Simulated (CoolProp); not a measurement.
Acetone along the isotherm 299.3 K: fugacity coefficient from the reference equation and from simpler models built on Tc = 508.1 K, pc = 4692 kPa, ω = 0.307; each cubic takes its own stable root.

The numbers come from the reference Helmholtz-energy equation of state, Lemmon 2006 in CoolProp. It is a short technical equation, of lower accuracy than the large ones.

```
p (kPa)   phase  reference
-------  ------  ---------
37.1     liquid     0.8481
59.9     liquid     0.5257
96.8     liquid     0.3256
156      liquid     0.2024
253      liquid     0.1252
408      liquid    0.07798
660      liquid    0.04857
1070     liquid    0.03033
1720     liquid    0.01923
2780     liquid    0.01228
4490     liquid   0.007999
7260     liquid   0.005369
11700    liquid   0.003797
```

### Question
How far does each simpler model (van der Waals, Redlich-Kwong, Soave-Redlich-Kwong, Peng-Robinson) lie from the reference over these 13 states: mean and median of the absolute difference, and the worst?

### Answer
- van der Waals: mean 763.3 %, median 971.0 %, worst +1347.5 % at 299.3 K and 11700 kPa
- Redlich-Kwong: mean 135.8 %, median 146.0 %, worst +172.8 % at 299.3 K and 11700 kPa
- Soave-Redlich-Kwong: mean 2.5 %, median 2.6 %, worst +7.0 % at 299.3 K and 11700 kPa
- Peng-Robinson: mean 1.0 %, median 0.3 %, worst +4.8 % at 299.3 K and 11700 kPa

At some of these states van der Waals, Redlich-Kwong gives the other phase, because its saturation line lies elsewhere.
